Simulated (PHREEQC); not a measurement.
# Acid mine or pickling water: speciation

Synthetic water in mmol/kgw, 25 °C, pH 2.76, pe 9.8: Na 2.07; K 0.202; Ca 1.37; Mg 0.00583; Cl 1.36; S(6) 3.58; B 0.00507; Li 0.0807; Cu(2) 0.0178; F 0.147.

Valence states are taken as typed.

Equilibrium calculation in PHREEQC: ion-association model, wateq4f.dat.

```yaml
ionic_strength: 0.0111 mol/kgw
total_alkalinity: -2.38 meq/kg
charge_balance_error: -8.2 %
```

```json
[
 {"species": "SO4-2", "molality": "0.00292", "activity": "0.00191", "log γ": "-0.183"},
 {"species": "Na+", "molality": "0.00205", "activity": "0.00184", "log γ": "-0.046"},
 {"species": "H+", "molality": "0.00191", "activity": "0.00174", "log γ": "-0.041"},
 {"species": "Cl-", "molality": "0.00136", "activity": "0.00122", "log γ": "-0.048"},
 {"species": "Ca+2", "molality": "0.00109", "activity": "0.000720", "log γ": "-0.181"},
 {"species": "HSO4-", "molality": "0.000359", "activity": "0.000323", "log γ": "-0.046"},
 {"species": "CaSO4", "molality": "0.000274", "activity": "0.000275", "log γ": "0.001"},
 {"species": "K+", "molality": "0.000199", "activity": "0.000179", "log γ": "-0.048"},
 {"species": "HF", "molality": "0.000102", "activity": "0.000103", "log γ": "0.001"},
 {"species": "Li+", "molality": "8.00e-5", "activity": "7.22e-5", "log γ": "-0.044"},
 {"species": "F-", "molality": "4.40e-5", "activity": "3.94e-5", "log γ": "-0.048"},
 {"species": "NaSO4-", "molality": "1.96e-5", "activity": "1.76e-5", "log γ": "-0.045"},
 {"species": "Cu+2", "molality": "1.41e-5", "activity": "9.37e-6", "log γ": "-0.178"},
 {"species": "H3BO3", "molality": "5.07e-6", "activity": "5.08e-6", "log γ": "0.001"}
]
```

Precipitation was switched off in this run. Real BF4- forms and hydrolyses slowly; the run takes it at equilibrium.
